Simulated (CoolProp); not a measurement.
Ethylene along the isobar 26.5 MPa: density (kg/m³) from the reference equation and from simpler models built on Tc = 282.4 K, pc = 5.042 MPa, ω = 0.087; each cubic takes its own stable root.

Model: reference Helmholtz-energy equation of state, Smukala 2000, in CoolProp.

```tsv
T (K)	phase	reference
263.4	liquid	473.2
277.8	liquid	453.4
292.1	supercritical	433.1
306.5	supercritical	412.1
320.8	supercritical	390.8
335.2	supercritical	369.0
349.5	supercritical	347.4
363.9	supercritical	326.1
378.2	supercritical	305.9
392.6	supercritical	286.7
406.9	supercritical	269.1
421.3	supercritical	253.1
435.6	supercritical	238.7
450	supercritical	225.7
```

### Question
How far does each simpler model (Redlich-Kwong, Soave-Redlich-Kwong) lie from the reference over these 14 states: mean and median of the absolute difference, and the worst?

### Answer
- Redlich-Kwong: mean 2.7 %, median 3.3 %, worst -4.0 % at 320.8 K and 26.5 MPa
- Soave-Redlich-Kwong: mean 5.3 %, median 5.6 %, worst -6.2 % at 378.2 K and 26.5 MPa
